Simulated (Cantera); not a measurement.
A closed system holds: 1 mol Si₃N₄, 0.0069 mol C, 9.8 mol H₂, held at 2123 K and 6.90 bar.

These are equilibrium values from Cantera (NASA tables, ideal gas, pure condensed phases), not measurements of a reactor. Candidate condensed phases: C, C₆H₆, C₇H₈, C₈H₁₈, Si, SiC, Si₃N₄; 105 gas species. Mutual solubility and eutectic melting of coexisting phases are not modelled. Gases not in the tables: Si₂H₆ and higher silanes. Kinetics and transport are ignored.

Base state: H₂ 0.889, N₂ 0.109, H 0.00129, HCN 0.000467, SiH₂ 0.000182, CH₄ 0.000110, HNC 3.28e-5, NH₃ 3.16e-5 (mole fractions); condensed: Si(l) + Si₃N₄(s).

### Question
What changes in the equilibrium state with this change: temperature from 2123 K to 1498.15 K?

### Answer
```csv
species,before,after
H₂,0.889,0.999
CH₄,0.000110,0.000603
N₂,0.109,6.67e-5
H,0.00129,6.55e-6
SiH₂,0.000182,3.13e-7
Si,2.46e-5,<1e-9
SiH,3.15e-5,2.66e-9
HNC,3.28e-5,4.82e-9
HCN,0.000467,2.88e-7
"Si(l), mol",1.79,0
"Si₃N₄(s), mol",0.401,1.000
"SiC(s), mol",0,0.000990
```

### Question
What changes in the equilibrium state with this change: Si₃N₄ replaced by TiC?

### Answer
| species | before | after |
|---|---|---|
| H₂ | 0.889 | 0.998 |
| H | 0.00129 | 0.00136 |
| CH₄ | 0.000110 | 0.000504 |
| N₂ | 0.109 | 0 |
| HCN | 0.000467 | 0 |
| SiH₂ | 0.000182 | 0 |
| HNC | 3.28e-5 | 0 |
| NH₃ | 3.16e-5 | 0 |
| Si(l), mol | 1.79 | 0 |
| Si₃N₄(s), mol | 0.401 | 0 |
| TiC(s), mol | 0 | 1.00 |
TiC: taken at fixed stoichiometry. Further candidate phases: Ti, TiC.

### Question
What changes in the equilibrium state with this change: temperature from 2123 K to 2050 K?

### Answer
```csv
species,before,after
H₂,0.889,0.953
N₂,0.109,0.0452
H,0.00129,0.000843
SiH₂,0.000182,0.000134
Si,2.46e-5,1.12e-5
HNC,3.28e-5,1.51e-5
HCN,0.000467,0.000243
SiH,3.15e-5,1.74e-5
"Si(l), mol",1.79,0.693
"Si₃N₄(s), mol",0.401,0.767
"SiC(s), mol",0,0.00254
```
